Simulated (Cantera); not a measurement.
# Adiabatic ignition

An adiabatic, constant-volume homogeneous reactor starts with CH₄ : C₂H₆ : C₃H₈ : O₂ : N₂ : H₂O = 1 : 0.074 : 0.068 : 1.53 : 5.75 : 0.29 (molar parts), equivalence ratio 1.7, at 1600 K and 750 Torr.

Cantera simulation using GRI-Mech 3.0 (53 species, 325 reactions); the numbers are that mechanism's predictions, not measurements.

| t (s) | T (K) | P (bar) | x CH₄ | x C₂H₆ | x C₃H₈ | x H₂ | x N₂O | x NO₂ |
|---|---|---|---|---|---|---|---|---|
| 1.00e-6 | 1599 | 0.999 | 0.115 | 0.00846 | 0.00772 | 1.70e-5 | 3.95e-12 | <1e-12 |
| 2.42e-6 | 1597 | 0.999 | 0.115 | 0.00840 | 0.00759 | 8.19e-5 | 3.47e-11 | <1e-12 |
| 5.88e-6 | 1594 | 0.997 | 0.114 | 0.00824 | 0.00725 | 0.000312 | 2.25e-10 | <1e-12 |
| 1.43e-5 | 1590 | 0.997 | 0.113 | 0.00795 | 0.00636 | 0.00122 | 8.64e-10 | <1e-12 |
| 3.46e-5 | 1602 | 1.01 | 0.108 | 0.00756 | 0.00418 | 0.00490 | 2.88e-9 | 1.35e-12 |
| 8.38e-5 | 1875 | 1.23 | 0.0665 | 0.00187 | 5.84e-5 | 0.0402 | 3.75e-8 | 1.61e-10 |
| 0.000203 | 2886 | 2.09 | 2.47e-12 | <1e-12 | <1e-12 | 0.100 | 1.36e-7 | 4.78e-8 |
| 0.000492 | 2882 | 2.09 | 2.54e-12 | <1e-12 | <1e-12 | 0.101 | 1.47e-7 | 1.03e-7 |
| 0.00119 | 2878 | 2.09 | 2.60e-12 | <1e-12 | <1e-12 | 0.101 | 1.63e-7 | 1.45e-7 |
| 0.00289 | 2878 | 2.09 | 2.61e-12 | <1e-12 | <1e-12 | 0.101 | 1.65e-7 | 1.50e-7 |
| 0.00702 | 2878 | 2.09 | 2.61e-12 | <1e-12 | <1e-12 | 0.101 | 1.65e-7 | 1.50e-7 |
| 0.0170 | 2878 | 2.09 | 2.61e-12 | <1e-12 | <1e-12 | 0.101 | 1.65e-7 | 1.50e-7 |
| 0.0412 | 2878 | 2.09 | 2.61e-12 | <1e-12 | <1e-12 | 0.101 | 1.65e-7 | 1.50e-7 |
| 0.100 | 2878 | 2.09 | 2.61e-12 | <1e-12 | <1e-12 | 0.101 | 1.65e-7 | 1.50e-7 |
x: mole fraction; the columns are a selection and need not sum to one.

```yaml
time_of_steepest_temperature_rise: 93.9 µs
temperature at 0.100 s: 2878 K
equilibrium_temperature: 2878 K
x(CH₄) at 0.100 s: 2.61e-12 (gas-phase equilibrium 3.03e-12)
x(C₂H₆) at 0.100 s: <1e-12 (gas-phase equilibrium <1e-12)
x(C₃H₈) at 0.100 s: <1e-12 (gas-phase equilibrium <1e-12)
```
